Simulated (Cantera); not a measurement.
# Thermodynamics of silicon nitride deposition, feed trisilylamine + NH₃ + N₂

Input: 1 mol trisilylamine, 0.28 mol NH₃, 11 mol N₂, at 1.00 Torr.

These are equilibrium values from Cantera (NASA tables, ideal gas, pure condensed phases), not measurements of a reactor. Candidate condensed phases: Si, Si₃N₄; 18 gas species. The feed counts by its element totals alone. The tables' values for SiN are old estimates; treat these amounts as uncertain. Gases not in the tables: Si₂H₆ and higher silanes. Rates play no part.

| T (°C) | x N₂ | x H₂ | x Si | x H | x Si₂ | x SiH | x SiN | n Si₃N₄(s) | n Si(l) |
|---|---|---|---|---|---|---|---|---|---|
| 1350 | 0.662 | 0.337 | 7.40e-5 | 0.00110 | 1.34e-7 | 3.15e-6 | 1.74e-6 | 1.000 | 0 |
| 1425 | 0.702 | 0.296 | 0.000493 | 0.00215 | 2.14e-6 | 1.52e-5 | 9.19e-6 | 0 | 2.99 |
| 1500 | 0.700 | 0.294 | 0.00160 | 0.00422 | 8.89e-6 | 3.90e-5 | 2.34e-5 | 0 | 2.97 |
| 1575 | 0.697 | 0.291 | 0.00471 | 0.00783 | 3.27e-5 | 9.23e-5 | 5.53e-5 | 0 | 2.91 |
| 1650 | 0.689 | 0.284 | 0.0127 | 0.0138 | 0.000109 | 0.000203 | 0.000122 | 0 | 2.77 |
| 1725 | 0.672 | 0.272 | 0.0319 | 0.0229 | 0.000329 | 0.000414 | 0.000250 | 0 | 2.41 |
| 1800 | 0.636 | 0.250 | 0.0748 | 0.0360 | 0.000918 | 0.000786 | 0.000479 | 0 | 1.54 |
| 1875 | 0.581 | 0.219 | 0.142 | 0.0534 | 0.00176 | 0.00119 | 0.000741 | 0 | 0 |
x: gas mole fraction; n: condensed amount in mol.

At 1350 °C the condensed part is Si₃N₄(s). From 1425 °C to 1800 °C the condensed part is Si(l). At 1875 °C nothing is condensed. The main Si-bearing gas is Si throughout. The share of Si in condensed phases is highest at 1350 °C (100.0 %) and lowest at 1875 °C (0.0 %).
